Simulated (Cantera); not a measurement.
Charge: 1 mol SiH4, 1.9 mol N2O, at 1473 K and 0.133 bar.

Equilibrium computed with Cantera from the NASA thermochemical tables; the gas is ideal and each condensed phase is pure. Candidate condensed phases: H2O, Si, SiO2, Si2N2O, Si3N4; 35 gas species. Mutual solubility and eutectic melting of coexisting phases are not modelled. The tables hold silica as quartz up to 1696 K and as liquid above; real silica turns to tridymite and cristobalite and melts near 1996 K. Rates play no part.

Problem. What is the equilibrium state?

Solution. x(H2): 0.517
x(N2): 0.483
x(H2O): 0.000151
x(H): 2.49e-5
x(SiO): 1.99e-5
x(NH3): 2.32e-6
n(SiO2(β-quartz)): 0.933 mol
n(Si2N2O(s)): 0.0335 mol
gas amount: 3.867 mol
log10 activity of Si(s) (absent): -4.15
